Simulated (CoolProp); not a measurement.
Fluorine along the isobar 9740 kPa: density (kg/m³) from the reference equation and from simpler models built on Tc = 144.4 K, pc = 5240 kPa, ω = 0.045; each cubic takes its own stable root.

The numbers come from the reference Helmholtz-energy equation of state, de Reuck 1990 in CoolProp.

```json
[
 {"T (K)": "100.5", "phase": "liquid", "reference": "1422"},
 {"T (K)": "117.1", "phase": "liquid", "reference": "1295"},
 {"T (K)": "133.8", "phase": "liquid", "reference": "1137"},
 {"T (K)": "150.4", "phase": "supercritical", "reference": "900.8"},
 {"T (K)": "167", "phase": "supercritical", "reference": "514.4"},
 {"T (K)": "183.6", "phase": "supercritical", "reference": "349.2"},
 {"T (K)": "200.3", "phase": "supercritical", "reference": "280.4"},
 {"T (K)": "216.9", "phase": "supercritical", "reference": "240.4"},
 {"T (K)": "233.5", "phase": "supercritical", "reference": "213.1"},
 {"T (K)": "250.1", "phase": "supercritical", "reference": "192.8"},
 {"T (K)": "266.8", "phase": "supercritical", "reference": "176.7"},
 {"T (K)": "283.4", "phase": "supercritical", "reference": "163.6"},
 {"T (K)": "300", "phase": "supercritical", "reference": "152.6"}
]
```

Problem. How far does each simpler model (van der Waals, Redlich-Kwong, Soave-Redlich-Kwong, Peng-Robinson) lie from the reference over these 13 states: mean and median of the absolute difference, and the worst?

Solution. 
- van der Waals: mean 11.6 %, median 5.9 %, worst -29.4 % at 100.5 K and 9740 kPa
- Redlich-Kwong: mean 1.9 %, median 1.1 %, worst -8.5 % at 150.4 K and 9740 kPa
- Soave-Redlich-Kwong: mean 2.4 %, median 1.3 %, worst -8.9 % at 150.4 K and 9740 kPa
- Peng-Robinson: mean 3.9 %, median 2.5 %, worst +12.9 % at 100.5 K and 9740 kPa
